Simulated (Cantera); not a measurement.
A perfectly stirred reactor is fed with CO : O2 : H2O : N2 = 0.0065 : 0.031 : 0.02 : 1 (molar parts), at 4.24 atm; it is held at 1350 K, and followed from long to short residence time.

Cantera simulation using GRI-Mech 3.0 (53 species, 325 reactions); the numbers are that mechanism's predictions, not measurements.

Problem. Predict: x(CO) at τ = 20.0 s; x(O2) at τ = 20.0 s; x(H2O) at τ = 20.0 s; x(OH) at τ = 20.0 s; x(NO) at τ = 20.0 s; x(CO) at τ = 91.0 ms; x(O2) at τ = 91.0 ms; x(H2O) at τ = 91.0 ms; x(OH) at τ = 91.0 ms; x(NO) at τ = 91.0 ms.

Solution. 
| Item | Value |
|---|---|
| x(CO) at τ = 20.0 s | 3.94e-6 |
| x(O2) at τ = 20.0 s | 0.0263 |
| x(H2O) at τ = 20.0 s | 0.0190 |
| x(OH) at τ = 20.0 s | 6.36e-6 |
| x(NO) at τ = 20.0 s | 1.33e-7 |
| x(CO) at τ = 91.0 ms | 0.000180 |
| x(O2) at τ = 91.0 ms | 0.0264 |
| x(H2O) at τ = 91.0 ms | 0.0190 |
| x(OH) at τ = 91.0 ms | 2.96e-5 |
| x(NO) at τ = 91.0 ms | 2.13e-7 |
